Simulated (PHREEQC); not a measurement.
Consider water at 20 °C with 0.28 mol MnSO4, 0.037 mol H3AsO4 and 0.26 mol Na2SO4 per kg of water. Closed to the air; pH follows from the charge balance.

Model: ion-association model, wateq4f.dat, run in PHREEQC.

Each row changes one thing in this solution. No solid was allowed to form.

```json
[
 {"case": "as made", "pH": "2.45", "ionic strength (mol/kgw)": "1.12", "SO4-2 (mol/kgw)": "0.280", "MnSO4 (mol/kgw)": "0.143", "Mn+2 (mol/kgw)": "0.137", "H2AsO4- (mol/kgw)": "0.0259", "SI of Mn3(AsO4)2:8H2O (Mn3(AsO4)2:8H2O)": "-7.36", "SI of Pyrochroite (Mn(OH)2)": "-11.88"},
 {"case": "Na2SO4 left out", "pH": "2.31", "ionic strength (mol/kgw)": "0.587", "SO4-2 (mol/kgw)": "0.133", "MnSO4 (mol/kgw)": "0.131", "Mn+2 (mol/kgw)": "0.149", "H2AsO4- (mol/kgw)": "0.0231", "SI of Mn3(AsO4)2:8H2O (Mn3(AsO4)2:8H2O)": "-7.69", "SI of Pyrochroite (Mn(OH)2)": "-12.03"},
 {"case": "0.0055 mol/kgw LiF added", "pH": "2.49", "ionic strength (mol/kgw)": "1.12", "SO4-2 (mol/kgw)": "0.281", "MnSO4 (mol/kgw)": "0.143", "Mn+2 (mol/kgw)": "0.137", "H2AsO4- (mol/kgw)": "0.0267", "SI of Mn3(AsO4)2:8H2O (Mn3(AsO4)2:8H2O)": "-7.15", "SI of Pyrochroite (Mn(OH)2)": "-11.79"},
 {"case": "0.058 mol/kgw ZnBr2 added", "pH": "2.41", "ionic strength (mol/kgw)": "1.21", "SO4-2 (mol/kgw)": "0.248", "MnSO4 (mol/kgw)": "0.129", "Mn+2 (mol/kgw)": "0.151", "H2AsO4- (mol/kgw)": "0.0252", "SI of Mn3(AsO4)2:8H2O (Mn3(AsO4)2:8H2O)": "-7.43", "SI of Pyrochroite (Mn(OH)2)": "-11.93"},
 {"case": "diluted 10-fold with water", "pH": "2.93", "ionic strength (mol/kgw)": "0.136", "SO4-2 (mol/kgw)": "0.0375", "MnSO4 (mol/kgw)": "0.0118", "Mn+2 (mol/kgw)": "0.0162", "H2AsO4- (mol/kgw)": "0.00317", "SI of Mn3(AsO4)2:8H2O (Mn3(AsO4)2:8H2O)": "-9.24", "SI of Pyrochroite (Mn(OH)2)": "-11.57"}
]
```

The ionic strength passes 0.7 mol/kgw, the rough limit of the ion-association models, in as made; 0.0055 mol/kgw LiF added; 0.058 mol/kgw ZnBr2 added. Complexes and solids missing from the database can't appear. The database has no arsenate complexes of Mn.
